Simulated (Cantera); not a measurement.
# Thermodynamics of titanium nitride, carbide and oxide coatings, feed Ti + CH4

Input: 1 mol Ti, 0.29 mol CH4, at 1125 °C and 13.3 mbar.

Equilibrium computed with Cantera from the NASA thermochemical tables; the gas is ideal and each condensed phase is pure. Candidate condensed phases: C, C6H6, C7H8, C8H18, Ti, TiC; 77 gas species. Mutual solubility and eutectic melting of coexisting phases are not modelled. TiC: taken at fixed stoichiometry. Condensed phases not in the tables: N, O or C dissolved in the metal. Kinetics and transport are ignored.

```json
{
  "x(H2)": "1.000",
  "x(H)": "4.11e-5",
  "n(Ti(β))": "0.710 mol",
  "n(TiC(s))": "0.290 mol",
  "gas_amount": "0.5800 mol",
  "log10 activity of C(graphite) (absent)": "-6.25"
}
```
